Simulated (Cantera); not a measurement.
Charge: 1 mol Zr, 0.19 mol O₂, 32 mol N₂, equilibrated at 2000 K and 3.10e-6 bar.

Cantera equilibrium calculation (NASA polynomials, part measured and part estimated; ideal gas, pure solids and liquids). Candidate condensed phases: Zr, ZrN, ZrO₂; 13 gas species. Mutual solubility and eutectic melting of coexisting phases are not modelled. ZrN: taken at fixed stoichiometry. Condensed phases not in the tables: solid solutions among these carbides, nitrides and lower oxides. Rates play no part.

Base state: N₂ 0.998, ZrO 0.00167, ZrO₂ 1.07e-5 (mole fractions); condensed: ZrN(s) + ZrO₂(tetragonal).

Q: What changes in the equilibrium state with this change: temperature from 2000 K to 1048 K?

A: 
| species | before | after |
|---|---|---|
| N₂ | 0.998 | 1.00 |
| ZrO | 0.00167 | <1e-9 |
| ZrO₂ | 1.07e-5 | <1e-9 |
| ZrN(s), mol | 0.783 | 0.810 |
| ZrO₂(tetragonal), mol | 0.163 | 0 |
| ZrO₂(monoclinic), mol | 0 | 0.190 |

Q: What changes in the equilibrium state with this change: temperature from 2000 K to 1673 K?

A: 
```csv
species,before,after
N₂,0.998,1.00
ZrO,0.00167,1.46e-7
ZrO₂,1.07e-5,1.15e-9
"ZrN(s), mol",0.783,0.810
"ZrO₂(tetragonal), mol",0.163,0.190
```
